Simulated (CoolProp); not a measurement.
Vapour-liquid equilibrium of R22 (1) + R123 (2) at 0.0208 MPa; x and y are mole fractions of (1).

Values from CoolProp's multi-fluid Helmholtz-energy mixture model, Kamei 1995 and Younglove 1994; pair parameters Bell 2016.

Q: Give the bubble temperature and the first vapour's composition at x = 0.05, 0.2, 0.65. Is there an azeotrope?

A: x = 0.05: -22.1 °C, y = 0.508; x = 0.2: -43.3 °C, y = 0.889; x = 0.65: -63.6 °C, y = 0.989. No azeotrope shows between x = 0.05 and 0.95.

The pair parameters rest on a limited set of measurements; away from them the model extrapolates. The gap from Raoult's law changes sign with composition, which may be real or a fault of the pair parameters; it wasn't checked against measurements.
